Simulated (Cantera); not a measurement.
Charge: 1 mol Si2Cl6, 7.7 mol NH3, a varied amount of N2, held at 0.000990 bar.

Equilibrium computed with Cantera from the NASA thermochemical tables; the gas is ideal and each condensed phase is pure. Candidate condensed phases: NH4Cl, Si, Si3N4; 28 gas species. The feed counts by its element totals alone. The tables' values for SiCl3 are old estimates. Rates play no part.

Stable condensed phases, one row left out:

```
T in K \ n(N2) in mol
         0.97  1.6  2.6  4.2  6.9   11   18   30   49
   2123     A    A    A    A    A    A    A    A    A
   2023     A    A    A    A    A    A    A    A    A
   1923     A    A    A    A    A    A    A    A    A
   1823     B    B    B    B    B    B    B    A    A
   1723     B    B    B    B    B    B    B    B    B
   1523     C    C    C    C    C    C    C    C    C
   1423     C    C    C    C    C    C    C    C    C
   1323     C    C    C    C    C    C    C    C    C
   1223     C    C    C    C    C    C    C    C    C
   1123     C    C    C    C    C    C    C    C    C
   1023     C    C    C    C    C    C    C    C    C
    923     C    C    C    C    C    C    C    C    C
    823     C    C    C    C    C    C    C    C    C
```

A: gas only; B: Si; C: Si3N4.

Q: Give the row for 1623 K.

A: 0.97: Si; 1.6: Si; 2.6: Si; 4.2: Si; 6.9: Si; 11: Si3N4; 18: Si3N4; 30: Si3N4; 49: Si3N4.
